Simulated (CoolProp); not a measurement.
Properties of carbonyl sulfide along the isobar 3920 kPa.

Model: reference Helmholtz-energy equation of state, Lemmon 2006, in CoolProp. It is a short technical equation, of lower accuracy than the large ones.

| T (K) | phase | cp (kJ/(kg K)) | speed of sound (m/s) | Joule-Thomson coefficient (K/MPa) | isothermal compressibility (1/MPa) |
|---|---|---|---|---|---|
| 249.5 | liquid | 1.208 | 931.7 | -0.3692 | 0.001763 |
| 288.1 | liquid | 1.300 | 749.5 | -0.1871 | 0.003190 |
| 326.7 | liquid | 1.515 | 548.0 | 0.2569 | 0.007739 |
| 365.4 | gas | 1.294 | 200.3 | 14.98 | 0.4141 |
| 404 | gas | 1.010 | 229.2 | 10.91 | 0.3270 |
| 442.6 | gas | 0.9376 | 249.8 | 8.526 | 0.2987 |
| 481.2 | gas | 0.9106 | 266.9 | 6.923 | 0.2844 |
| 519.8 | gas | 0.9007 | 281.7 | 5.764 | 0.2758 |
| 558.4 | gas | 0.8988 | 295.1 | 4.887 | 0.2702 |
| 597.1 | gas | 0.9009 | 307.4 | 4.199 | 0.2662 |
